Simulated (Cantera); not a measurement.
A closed system holds: 1 mol Ta₂O₅, 4.5 mol C, 0.038 mol CO, 1.4 mol CH₄, equilibrated at 0.810 bar.

Equilibrium computed with Cantera from the NASA thermochemical tables; the gas is ideal and each condensed phase is pure. Candidate condensed phases: C, C₆H₆, C₇H₈, C₈H₁₈, H₂O, Ta, TaC, Ta₂O₅; 113 gas species. Mutual solubility and eutectic melting of coexisting phases are not modelled. TaC: taken at fixed stoichiometry. Condensed phases not in the tables: Ta₂C. Equilibrium is a limit: real reactors are often held back by kinetics, nucleation or transport. All values below are at 2400 K.

Base state: CO 0.598, H₂ 0.386, H 0.0110, H₂O 0.00323, CO₂ 0.000846, TaO₂ 0.000230, TaO 4.03e-5, OH 1.69e-5 (mole fractions); condensed: TaC(s) + Ta₂O₅(l).

Q: What changes in the equilibrium state with this change: CH₄ from 1.4 to 5.2 mol?

A: 
```json
[
 {"species": "H₂", "before": "0.386", "after": "0.657"},
 {"species": "CO", "before": "0.598", "after": "0.324"},
 {"species": "H", "before": "0.0110", "after": "0.0143"},
 {"species": "C₂H₂ (acetylene)", "before": "8.98e-9", "after": "0.00458"},
 {"species": "TaO₂", "before": "0.000230", "after": "<1e-9"},
 {"species": "TaO", "before": "4.03e-5", "after": "<1e-9"},
 {"species": "C₄H₂", "before": "<1e-9", "after": "1.31e-5"},
 {"species": "CO₂", "before": "0.000846", "after": "4.53e-7"},
 {"species": "TaC(s), mol", "before": "1.69", "after": "2.00"},
 {"species": "Ta₂O₅(l), mol", "before": "0.152", "after": "0"},
 {"species": "C(graphite), mol", "before": "0", "after": "2.56"}
]
```
